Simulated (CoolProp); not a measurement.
A simple Rankine cycle with n-perfluorohexane: condensing at 297.15 K, boiler at 0.132 MPa, turbine inlet 343.4 K, turbine efficiency 0.75, pump efficiency 0.8, no recuperator. Each further row changes one setting.

Model: reference Helmholtz-energy equation of state, Gao 2022, in CoolProp.

| case | thermal efficiency (%) | net work (kJ/kg) | heat in (kJ/kg) | turbine exit temperature (K) | volume ratio over the turbine |
|---|---|---|---|---|---|
| as stated | 7.0 | 9.12 | 131 | 331.0 | 4.79 |
| turbine inlet 363.4 K | 6.5 | 9.74 | 149 | 351.0 | 4.74 |
| condensing temperature 289.15 K | 8.1 | 11.3 | 139 | 328.3 | 6.88 |
| boiler pressure 0.0924 MPa | 5.4 | 7.13 | 132 | 334.1 | 3.31 |
| turbine efficiency 0.65 | 6.0 | 7.89 | 131 | 332.4 | 4.81 |
